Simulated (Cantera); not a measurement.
Input: 1 mol PbO, 0.91 mol CH4, 0.18 mol H2, at 1.10 mbar.

Method: chemical equilibrium by Gibbs-energy minimisation in Cantera with the NASA 1993 tables (ideal gas, pure condensed phases). Candidate condensed phases: C, C6H6, C7H8, C8H18, H2O, Pb, PbO, PbO2, Pb3O4; 113 gas species. Kinetics and transport are ignored. All values below are at 1425 K.

Base state: H2 0.492, Pb 0.256, CO 0.229, H2O 0.0191, CO2 0.00390, H 0.000144 (mole fractions); condensed: gas only.

Task: What changes in the equilibrium state with this change: pressure from 1.10 mbar to 75.0 mbar?

Result: 
| species | before | after |
|---|---|---|
| H2 | 0.492 | 0.561 |
| CO | 0.229 | 0.261 |
| Pb | 0.256 | 0.153 |
| H2O | 0.0191 | 0.0218 |
| Pb2 | 1.59e-6 | 3.86e-5 |
| H | 0.000144 | 1.86e-5 |
| Pb(l), mol | 0 | 0.475 |
